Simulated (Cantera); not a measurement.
**Ignition delay**

Mixture: 33.3 % H₂, 13.9 % O₂, 52.3 % N₂, 0.467 % NO, at 5.00 bar, adiabatic and at constant pressure. Ignition delay is the time to a rise of 400 K.

Cantera simulation using GRI-Mech 3.0 (53 species, 325 reactions); the numbers are that mechanism's predictions, not measurements. The hydrogen kinetics of GRI-Mech 3.0 are dated; newer H2 mechanisms differ, most at raised pressure. The mechanism lacks 2 NO + O2 → 2 NO2 and HONO, so NO2 and the effect of NO are under-described below about 1400 K. Where the delays flatten at high temperature, the 400 K rule measures the pace of heat release, not the induction time.

```tsv
T0 (K)	delay (ms)
1323	0.00571
1423	0.00368
1523	0.00263
1623	0.00203
1723	0.00167
1823	0.00146
1923	0.00134
2023	0.00129
```
